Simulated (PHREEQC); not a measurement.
Nickel, zinc or cadmium bath: an equilibrium model

Dissolve 0.011 mol/kgw NiCl2 and 0.02 mol/kgw H2SO4 at 25 °C. Closed to the air; pH follows from the charge balance.

The numbers come from PHREEQC with the ion-association model, wateq4f.dat.

No solid was allowed to form.

Task: Estimate the pH.

Result: pH 1.60.

Task: In which forms is S present?

Result: HSO4- 50 %, SO4-2 38 %, NiSO4 11 % of the S.
